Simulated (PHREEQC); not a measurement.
**Metal-bearing waste water (model solution)**

A solution holds 0.021 mol Al2(SO4)3, 0.011 mol CuCl2 and 4.6e-05 mol Na2SO4 per kg of water, at 25 °C. Closed to the air; pH follows from the charge balance.

Equilibrium calculation in PHREEQC: ion-association model, wateq4f.dat.

No solid was allowed to form.

Q: Estimate the pH.

A: pH 3.91.

Q: In which forms is Cu present?

A: Cu+2 65 %, CuSO4 33 %, CuCl+ 1.5 % of the Cu.

The solution is supersaturated, for example in Basaluminite, Gibbsite (slow to form), so a real one may precipitate; this is no full list.
